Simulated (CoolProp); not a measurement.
CH3F (R41) along the isobar 0.363 MPa: density (kg/m³) from the reference equation and from simpler models built on Tc = 44.1 °C, pc = 5.906 MPa, ω = 0.200; each cubic takes its own stable root.

The numbers come from the reference Helmholtz-energy equation of state, Lemmon 2006 in CoolProp. It is a short technical equation, of lower accuracy than the large ones.

```
T (°C)   phase  reference  van der Waals  Redlich-Kwong  Soave-Redlich-Kwong
------  ------  ---------  -------------  -------------  -------------------
-64.15  liquid      851.0          7.487          657.2                675.0
-43.85     gas      7.048          6.754          6.851                6.882
-23.45     gas      6.312          6.154          6.214                6.232
-3.05      gas      5.747          5.656          5.694                5.704
17.25      gas      5.292          5.237          5.261                5.265
37.65      gas      4.910          4.876          4.891                4.892
57.95      gas      4.585          4.564          4.573                4.572
78.35      gas      4.302          4.289          4.294                4.291
98.75      gas      4.053          4.046          4.049                4.045
```

At some of these states van der Waals gives the other phase, because its saturation line lies elsewhere.
